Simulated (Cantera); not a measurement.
Charge: 1 mol Si2Cl6, 0.0046 mol Cl2, 58 mol H2, equilibrated at 1423.15 K and 13.3 mbar.

Cantera equilibrium calculation (NASA polynomials, part measured and part estimated; ideal gas, pure solids and liquids). Candidate condensed phases: Si; 19 gas species. The feed counts by its element totals alone. The tables' values for SiCl3 are old estimates; treat these amounts as uncertain. Kinetics and transport are ignored.

Base state: H2 0.918, HCl 0.0670, SiCl2 0.0148, SiCl3 0.000501, SiHCl3 7.14e-5, SiCl4 6.72e-5, H 5.52e-5, SiH2Cl2 1.16e-5 (mole fractions); condensed: Si(s).

**Question.** What changes in the equilibrium state with this change: H2 from 58 to 710 mol?

**Answer.** 
| species | before | after |
|---|---|---|
| H2 | 0.918 | 0.992 |
| HCl | 0.0670 | 0.00803 |
| SiCl2 | 0.0148 | 0.000196 |
| SiCl4 | 6.72e-5 | 1.19e-8 |
| SiCl3 | 0.000501 | 7.67e-7 |
| SiHCl3 | 7.14e-5 | 1.14e-7 |
| SiH2Cl2 | 1.16e-5 | 1.66e-7 |
| H | 5.52e-5 | 5.74e-5 |
| Si(s), mol | 1.06 | 1.86 |

**Question.** What changes in the equilibrium state with this change: temperature from 1423.15 K to 1125 K?

**Answer.** 
| species | before | after |
|---|---|---|
| H2 | 0.918 | 0.937 |
| HCl | 0.0670 | 0.0463 |
| SiCl4 | 6.72e-5 | 0.00757 |
| SiCl2 | 0.0148 | 0.00484 |
| H | 5.52e-5 | 3.72e-7 |
| SiHCl3 | 7.14e-5 | 0.00266 |
| SiH2Cl2 | 1.16e-5 | 0.000115 |
| Si(s), mol | 1.06 | 0.980 |
